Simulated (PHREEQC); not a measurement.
0.51 g of hydrous ferric oxide (600 m²/g; 0.2 weak and 0.005 strong sites per Fe, Dzombak-Morel constants, diffuse double layer) in 1 kg of water with 0.3 mol/kgw of an inert sodium salt, at 25 °C; the pH is set by adding NaOH or the inert anion's acid. O2 is buffered at 0.21 atm. No CO2 enters from the air. Nothing may precipitate in this run.

All values are PHREEQC results (ion-association model, wateq4f.dat), not measurements.

Predict surface charge σ (C/m²) at pH = 5.67, 6.33.


```
pH    surface charge σ (C/m²)
----  -----------------------
5.67                    0.191
6.33                    0.121
```

Species that the database lacks are ignored. The oxide is taken as insoluble; below pH 4 it would dissolve.
